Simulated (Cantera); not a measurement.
Input (Python, Cantera) and output of one run.

```python
import numpy as np
import cantera as ct

gas_names = """
    B BF BF2 BF3 BN BO BOF BOF2 BO2 B2 B2O B2O2 B2O3 B3O3F3 F FO FO2 F2 F2O N NF NF2 NF3 NO NO2 NO3 N2
    N2O O O2 O3
""".split()
cond_names = """
    B(b) B(L) BN(s) B2O3(L)
""".split()


# ... load() reads the species with a 1 bar reference pressure and builds the phases ...
atoms = {
    'B2O3': {'B': 2, 'O': 3},
    'NF3': {'N': 1, 'F': 3},
    'O2': {'O': 2},
}
top_T = {'BN(s)': 3200}  # K; cautious upper limits of use, not melting points


# ... equilibrate(T, P, feed) seeds the gas with the atoms and calls Mixture.equilibrate('TP', solver="vcs", rtol=1e-11, max_steps=5000) ...
results = []
feed = {'B2O3': 1, 'NF3': 0.92, 'O2': 18}  # mol
P = 10000  # Pa
for T in [1350, 1400, 1450, 1500, 1550, 1600, 1650, 1700, 1750, 1800, 1850]:
    mix = equilibrate(T, P, feed)
    results.append((T, P, feed, dict(zip(mix.species_names, mix.species_moles))))

top = {s: max(r[3][s] / sum(r[3][g] for g in gas_names) for r in results) for s in gas_names}
cols = sorted((s for s in top if top[s] > 1e-05), key=lambda s: -top[s])[:9]
seen = [c for c in cond_names if any(r[3].get(c, 0) > 1e-12 for r in results)]
print("log10 of partial pressures in bar; condensed amounts in mol")
print(f"{'T/K':>10s}" + "".join(f"{s[:9]:>10s}" for s in cols + seen))
for T, P, feed, n in results:
    ng = sum(n[g] for g in gas_names)
    print(f"{T:10.4g}" + "".join(f"{np.log10(max(n[s] / ng * P / 1e5, 1e-99)):10.3f}" for s in cols)
          + "".join(f"{n.get(c, 0):10.4g}" for c in seen))
```

Result:

```
log10 of partial pressures in bar; condensed amounts in mol
       T/K        O2       BOF       BF3        N2    B3O3F3        NO         O      BOF2       BO2   B2O3(L)
      1350    -1.038    -2.623    -2.488    -2.649    -3.334    -4.719    -6.894    -5.248    -6.490    0.2833
      1400    -1.043    -2.395    -2.566    -2.654    -3.403    -4.598    -6.545    -5.128    -6.037    0.1808
      1450    -1.050    -2.204    -2.698    -2.662    -3.528    -4.487    -6.222    -5.057    -5.616   0.03873
      1500    -1.053    -2.135    -2.743    -2.666    -3.975    -4.381    -5.918    -5.006    -5.428         0
      1550    -1.054    -2.122    -2.745    -2.668    -4.544    -4.280    -5.633    -4.963    -5.348         0
      1600    -1.054    -2.119    -2.745    -2.669    -5.103    -4.184    -5.365    -4.926    -5.286         0
      1650    -1.054    -2.118    -2.746    -2.671    -5.633    -4.094    -5.114    -4.892    -5.231         0
      1700    -1.054    -2.117    -2.746    -2.672    -6.134    -4.010    -4.877    -4.861    -5.181         0
      1750    -1.054    -2.117    -2.746    -2.674    -6.606    -3.931    -4.653    -4.831    -5.133         0
      1800    -1.054    -2.117    -2.747    -2.677    -7.051    -3.856    -4.442    -4.803    -5.088         0
      1850    -1.054    -2.117    -2.747    -2.679    -7.471    -3.786    -4.242    -4.777    -5.046         0
```

Equilibrium computed with Cantera from the NASA thermochemical tables; the gas is ideal and each condensed phase is pure.
